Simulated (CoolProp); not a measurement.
Vapour-liquid equilibrium of R22 (1) + acetone (2) at 37.45 °C; x and y are mole fractions of (1).

The numbers come from the multi-fluid Helmholtz-energy mixture model, Kamei 1995 and Lemmon 2006; pair parameters Bell 2016 in CoolProp.

```
x     bubble pressure (MPa)  y at the bubble point  dew pressure at overall composition x (MPa)  liquid density (mol/L)
----  ---------------------  ---------------------  -------------------------------------------  ----------------------
0.05                 0.1085                  0.538                                      0.05393                   13.32
0.2                  0.2257                  0.796                                      0.06387                   13.50
0.35                 0.3376                  0.881                                      0.07818                   13.69
0.5                  0.4929                  0.936                                       0.1007                   13.85
0.65                 0.7199                  0.971                                       0.1408                   13.95
0.8                   1.020                  0.990                                       0.2297                   13.89
0.95                  1.342                  0.998                                       0.5631                   13.48
```

No azeotrope shows between x = 0.05 and 0.95.

The pair parameters rest on a limited set of measurements; away from them the model extrapolates.
